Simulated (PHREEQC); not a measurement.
A solution holds 0.26 mol/kgw HF and 0.0058 mol/kgw NH4HF2, at 25 °C. It is in equilibrium with CO2 at log p = -3.5 (atm). Otherwise closed; pH follows from the charge balance.

Model: ion-association model, phreeqc.dat, run in PHREEQC.

| quantity | before | after |
|---|---|---|
| pH | 1.81 | 1.96 |
| ionic strength (mol/kgw) | 0.0231 | 0.0182 |
| HF (mol/kgw) | 0.237 | 0.244 |
| F- (mol/kgw) | 0.0121 | 0.00879 |
| HF2- (mol/kgw) | 0.0110 | 0.00942 |
| HCO3- (mol/kgw) | 3.58e-10 | 2.76e-10 |

Problem. Name the change that produced these shifts.
(A) temperature from 25 to 60 °C
(B) NH4HF2 replaced by HBF4 at the same molality
(C) diluted 5-fold with water
(D) HF left out
(E) diluted 100-fold with water

Solution. A, temperature from 25 to 60 °C

No solid was allowed to form. Away from 25 °C the constants follow the database's enthalpies or fits; those with neither stay at their 25 °C values.
